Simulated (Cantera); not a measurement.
Input: 1 mol SiH2Cl2, 11 mol H2, at 873 K and 11.0 mbar.

Method: chemical equilibrium by Gibbs-energy minimisation in Cantera with the NASA 1993 tables (ideal gas, pure condensed phases). Candidate condensed phases: Si; 19 gas species. The tables' values for SiCl3 are old estimates; treat these amounts as uncertain. The numbers say what is thermodynamically allowed, not how fast it happens.

Base state: H2 0.952, SiCl4 0.0316, SiHCl3 0.00813, HCl 0.00793, SiCl3 0.000212, SiH2Cl2 0.000191, SiCl2 8.37e-5 (mole fractions); condensed: Si(s).

Problem. What changes in the equilibrium state with this change: H2 from 11 to 1000 mol?

Solution. 
| species | before | after |
|---|---|---|
| H2 | 0.952 | 0.998 |
| HCl | 0.00793 | 0.00159 |
| SiHCl3 | 0.00813 | 6.29e-5 |
| SiCl4 | 0.0316 | 4.69e-5 |
| SiCl3 | 0.000212 | 1.60e-6 |
| SiCl2 | 8.37e-5 | 3.22e-6 |
| SiH2Cl2 | 0.000191 | 7.70e-6 |
| Si(s), mol | 0.497 | 0.877 |
